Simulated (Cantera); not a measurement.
A closed system holds: 1 mol CaCO₃, 0.58 mol O₂, at 1725 K and 4.40 bar.

Method: chemical equilibrium by Gibbs-energy minimisation in Cantera with the NASA 1993 tables (ideal gas, pure condensed phases). Candidate condensed phases: C, Ca, CaCO₃, CaO; 15 gas species. The numbers say what is thermodynamically allowed, not how fast it happens.

Base state: CO₂ 0.633, O₂ 0.367, CO 4.55e-5, O 1.68e-5 (mole fractions); condensed: CaO(s).

Task: What changes in the equilibrium state with this change: temperature from 1725 K to 1175 K?

Result: 
```tsv
species	before	after
O₂	0.367	0.742
CO₂	0.633	0.258
O	1.68e-5	5.99e-9
CO	4.55e-5	1.37e-9
CaO(s), mol	1.00	0.202
CaCO₃(calcite), mol	0	0.798
```
Mutual solubility and eutectic melting of coexisting phases are not modelled.
